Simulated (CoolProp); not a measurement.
Vapour-liquid equilibrium of propylene (1) + propane (2) at -69.25 °C; x and y are mole fractions of (1).

The numbers come from the multi-fluid Helmholtz-energy mixture model, Lemmon 2013 and Lemmon 2009; pair parameters Bell 2016 in CoolProp.

```
x     bubble pressure, mixture model (kPa)  bubble pressure, Raoult's law (kPa)  y, mixture model  y, Raoult's law
----  ------------------------------------  -----------------------------------  ----------------  ---------------
0.05                                 26.14                                25.91             0.072            0.065
0.15                                 27.31                                26.72             0.203            0.189
0.25                                 28.37                                27.53             0.319            0.305
0.35                                 29.34                                28.34             0.424            0.415
0.45                                 30.21                                29.15             0.522            0.519
0.55                                 30.99                                29.96             0.613            0.617
0.65                                 31.70                                30.77             0.701            0.710
0.75                                 32.34                                31.58             0.786            0.798
0.85                                 32.90                                32.40             0.871            0.882
0.95                                 33.39                                33.21             0.956            0.962
```

The largest gap from Raoult's law is +3.6 % in bubble pressure, at x = 0.45. No azeotrope shows between x = 0.05 and 0.95.

The pair parameters rest on a limited set of measurements; away from them the model extrapolates.
